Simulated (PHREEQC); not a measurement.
**Nickel, zinc or cadmium bath**

Make-up at 52 °C: 0.072 mol ZnCl2, 0.15 mol KCl and 0.005 mol NiCl2 per kg of water. It is in equilibrium with CO2 at log p = -3.4 (atm). Otherwise closed; pH follows from the charge balance.

Equilibrium calculation in PHREEQC: ion-association model, wateq4f.dat.

No solid was allowed to form.

**Question.** Predict the pH, activity of water, ionic strength.

**Answer.** pH 4.91; activity of water 0.992; ionic strength 0.316 mol/kgw.

**Question.** In which forms is C present?

**Answer.** CO2 86 %, ZnHCO3+ 7.8 %, HCO3- 5.5 %, NiHCO3+ 0.8 % of the C.

Complexes and solids missing from the database can't appear. Constants without temperature data keep their 25 °C values here.
